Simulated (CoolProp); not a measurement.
Vapour-liquid equilibrium of ethane (1) + hydrogen sulfide (2) at 213.4 K; x and y are mole fractions of (1).

Computed with CoolProp (multi-fluid Helmholtz-energy mixture model, Bücker 2006 and Lemmon 2006; pair parameters Kunz 2012).

```json
[
 {"x": "0.05", "bubble pressure, mixture model (kPa)": "195.8", "bubble pressure, Raoult's law (kPa)": "118.1", "y, mixture model": "0.482", "y, Raoult's law": "0.162"},
 {"x": "0.15", "bubble pressure, mixture model (kPa)": "291.8", "bubble pressure, Raoult's law (kPa)": "145.9", "y, mixture model": "0.669", "y, Raoult's law": "0.393"},
 {"x": "0.25", "bubble pressure, mixture model (kPa)": "329.9", "bubble pressure, Raoult's law (kPa)": "173.7", "y, mixture model": "0.718", "y, Raoult's law": "0.550"},
 {"x": "0.35", "bubble pressure, mixture model (kPa)": "345.8", "bubble pressure, Raoult's law (kPa)": "201.6", "y, mixture model": "0.738", "y, Raoult's law": "0.664"},
 {"x": "0.45", "bubble pressure, mixture model (kPa)": "354.6", "bubble pressure, Raoult's law (kPa)": "229.4", "y, mixture model": "0.751", "y, Raoult's law": "0.750"},
 {"x": "0.55", "bubble pressure, mixture model (kPa)": "362.3", "bubble pressure, Raoult's law (kPa)": "257.3", "y, mixture model": "0.765", "y, Raoult's law": "0.818"},
 {"x": "0.65", "bubble pressure, mixture model (kPa)": "370.4", "bubble pressure, Raoult's law (kPa)": "285.1", "y, mixture model": "0.786", "y, Raoult's law": "0.872"},
 {"x": "0.75", "bubble pressure, mixture model (kPa)": "378.6", "bubble pressure, Raoult's law (kPa)": "312.9", "y, mixture model": "0.818", "y, Raoult's law": "0.917"},
 {"x": "0.85", "bubble pressure, mixture model (kPa)": "384.7", "bubble pressure, Raoult's law (kPa)": "340.8", "y, mixture model": "0.868", "y, Raoult's law": "0.954"},
 {"x": "0.95", "bubble pressure, mixture model (kPa)": "385.6", "bubble pressure, Raoult's law (kPa)": "368.6", "y, mixture model": "0.946", "y, Raoult's law": "0.986"}
]
```

The largest gap from Raoult's law is +100.0 % in bubble pressure, at x = 0.15. y crosses x between x = 0.85 and 0.95: the model has an azeotrope there.

Pair parameters are fitted to limited data, so mixtures are less certain than the pure fluids. With so large a gap from Raoult's law the liquid may split in two, which this calculation doesn't test in full.
